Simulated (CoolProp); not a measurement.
Properties of methane along the isobar 5.96 MPa.

The numbers come from the reference Helmholtz-energy equation of state, Setzmann 1991 in CoolProp.

```csv
T (K),phase,Z,cv (kJ/(kg K)),speed of sound (m/s)
119.4,liquid,0.2311,2.038,1319
145.4,liquid,0.2100,1.941,1063
171.4,liquid,(withheld),1.886,768.8
197.5,supercritical,0.2921,2.152,324.7
223.5,supercritical,0.6852,1.811,340.7
249.6,supercritical,(withheld),1.742,382.4
275.6,supercritical,(withheld),1.741,414.1
301.6,supercritical,0.9076,(withheld),(withheld)
327.7,supercritical,0.9352,1.827,462.9
353.7,supercritical,0.9548,1.894,482.9
379.8,supercritical,0.9692,1.971,(withheld)
405.8,supercritical,0.9799,2.056,518.0
```

### Question
Complete the blanks.

### Answer

- 171.4, Z: 0.2069
- 249.6, Z: 0.8028
- 275.6, Z: 0.8670
- 301.6, cv (kJ/(kg K)): 1.774
- 301.6, speed of sound (m/s): 440.2
- 379.8, speed of sound (m/s): 501.2
